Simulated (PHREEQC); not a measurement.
Solution (25 °C): 0.94 mol/kgw NaBr, 1.6 mol/kgw SrCl2 and 0.25 mol/kgw NaCl. Closed to the air; pH follows from the charge balance.

Equilibrium calculation in PHREEQC: Pitzer model, pitzer.dat.

**Question.** The ionic strength comes out as 5.99 mol/kgw. What activity coefficients do Na+, Sr+2, Cl-, Br- get?

**Answer.** Na+ 1.5, Sr+2 1.1, Cl- 0.61, Br- 0.77. Single-ion values are on the MacInnes scale.

This is a speciation only: nothing precipitates in the calculation.
